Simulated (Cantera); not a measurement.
A closed system holds: 1 mol SiH4, 27 mol N2, at 1050 K and 1 atm.

These are equilibrium values from Cantera (NASA tables, ideal gas, pure condensed phases), not measurements of a reactor. Candidate condensed phases: Si, Si3N4; 18 gas species. N2 is the only nitrogen source here; it is nearly inert below about 1500 K, so the nitride shown seldom forms there in practice. Kinetics and transport are ignored.

Base state: N2 0.929, H2 0.0706 (mole fractions); condensed: Si3N4(s).

Q: What changes in the equilibrium state with this change: SiH4 replaced by SiH2Cl2?

A: 
```tsv
species	before	after
N2	0.929	0.936
HCl	0	0.0450
H2	0.0706	0.0129
SiCl4	0	0.00643
SiHCl3	0	1.91e-5
Si3N4(s), mol	0.333	0.273
```
Further candidate phases: NH4Cl.
